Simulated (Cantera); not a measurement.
**Cu2O + C + H2 (carbothermic reduction)**

Feed: 1 mol Cu2O, 0.36 mol C, a varied amount of H2, held at 1600 K and 96000 Pa.

Equilibrium computed with Cantera from the NASA thermochemical tables; the gas is ideal and each condensed phase is pure. Candidate condensed phases: C, C6H6, C7H8, C8H18, Cu, CuO, Cu(OH)2, Cu2O, H2O; 113 gas species. Each liquid is taken as pure. Mutual solubility and eutectic melting of coexisting phases are not modelled. Rates play no part.

| n(H2) (mol) | log p CO2 | log p H2O | log p H2 | log p CO | log p O2 | log p OH | n Cu(l) | n Cu2O(l) |
|---|---|---|---|---|---|---|---|---|
| 0.1 | -0.12 | -0.68 | -4.15 | -3.12 | -3.41 | -4.28 | 1.64 | 0.180 |
| 0.19 | -0.20 | -0.48 | -3.95 | -3.20 | -3.41 | -4.17 | 1.82 | 0.0900 |
| 0.28 | -0.27 | -0.38 | -3.82 | -3.24 | -3.46 | -4.14 | 2.00 | 0 |
| 0.37 | -0.41 | -0.34 | -1.48 | -1.07 | -8.08 | -5.28 | 2.00 | 0 |
| 0.46 | -0.55 | -0.33 | -1.13 | -0.86 | -8.76 | -5.44 | 2.00 | 0 |
| 0.55 | -0.67 | -0.34 | -0.92 | -0.78 | -9.18 | -5.55 | 2.00 | 0 |
| 0.64 | -0.78 | -0.35 | -0.78 | -0.74 | -9.48 | -5.63 | 2.00 | 0 |
| 0.72 | -0.88 | -0.36 | -0.69 | -0.73 | -9.70 | -5.69 | 2.00 | 0 |
| 0.81 | -0.97 | -0.38 | -0.61 | -0.72 | -9.90 | -5.75 | 2.00 | 0 |
| 0.9 | -1.06 | -0.40 | -0.54 | -0.73 | -10.06 | -5.80 | 2.00 | 0 |
| 0.99 | -1.14 | -0.42 | -0.49 | -0.74 | -10.21 | -5.84 | 2.00 | 0 |
| 1.1 | -1.23 | -0.44 | -0.44 | -0.75 | -10.36 | -5.89 | 2.00 | 0 |
| 1.2 | -1.30 | -0.46 | -0.40 | -0.77 | -10.48 | -5.93 | 2.00 | 0 |
log p: log10 of the partial pressure in bar; n: condensed amount in mol.

From 0.1 mol H2 to 0.19 mol H2 the condensed part is Cu(l) + Cu2O(l). From 0.28 mol H2 to 1.2 mol H2 the condensed part is Cu(l). The main Cu-bearing gas is Cu throughout.
